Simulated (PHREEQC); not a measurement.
Synthetic water in mg/L, 25 °C, pH 2.28, pe 8.3:

```
constituent               mg/L
-----------------------  -----
Na                         131
K                         20.6
Ca                        40.7
Mg                         374
Cl                         100
S(6) as SO4               2330
N(5) as NO3               5.94
O(0) (dissolved oxygen)  0.223
Al                        11.8
Zn                       0.275
Cu(2)                     8.85
```

Na is adjusted to close the charge balance.
Valence states are taken as typed.

Model: ion-association model, wateq4f.dat, run in PHREEQC.

Precipitation was switched off in this run.

**Question.** What ionic strength does the model give?

**Answer.** ionic strength 0.0576 mol/kgw.

**Question.** In which forms is Zn present?

**Answer.** Zn+2 58 %, ZnSO4 37 %, Zn(SO4)2-2 4.2 % of the Zn.
